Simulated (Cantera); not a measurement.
Al(CH3)3 + N2 + H2 (aluminium nitride and oxide growth)

Input: 1 mol Al(CH3)3, 6.6 mol N2, 300 mol H2, at 1950 K.

Method: chemical equilibrium by Gibbs-energy minimisation in Cantera with the NASA 1993 tables (ideal gas, pure condensed phases). Candidate condensed phases: Al, AlN, C, C6H6, C7H8, C8H18; 97 gas species. The feed counts by its element totals alone. Kinetics and transport are ignored.

From 0.0750 Torr to 24.0 Torr the condensed part is C(graphite). From 75.0 Torr to 750 Torr the condensed part is AlN(s) + C(graphite). The main Al-bearing gas is Al throughout.

```csv
P (Pa),x H2,x H,x N2,x Al,x HCN,x C2H2 (acetylene),x CH4,n C(graphite),n AlN(s)
10,0.869,0.107,0.0192,0.00302,0.00156,0.000475,3.67e-8,2.14,0
32,0.914,0.0613,0.0196,0.00309,0.00161,0.000499,1.30e-7,2.13,0
100,0.940,0.0351,0.0199,0.00312,0.00165,0.000514,4.29e-7,2.12,0
320,0.955,0.0198,0.0201,0.00312,0.00167,0.000522,1.42e-6,2.12,0
1000,0.963,0.0112,0.0201,0.00309,0.00168,0.000526,4.51e-6,2.11,0
3200,0.968,0.00630,0.0202,0.00303,0.00168,0.000529,1.46e-5,2.11,0
10000,0.973,0.00357,0.0196,0.00175,0.00167,0.000532,4.60e-5,2.11,0.401
32000,0.976,0.00200,0.0189,0.000311,0.00164,0.000534,0.000148,2.08,0.886
100000,0.977,0.00113,0.0188,5.65e-5,0.00163,0.000534,0.000465,1.98,0.977
```
x: gas mole fraction; n: condensed amount in mol.
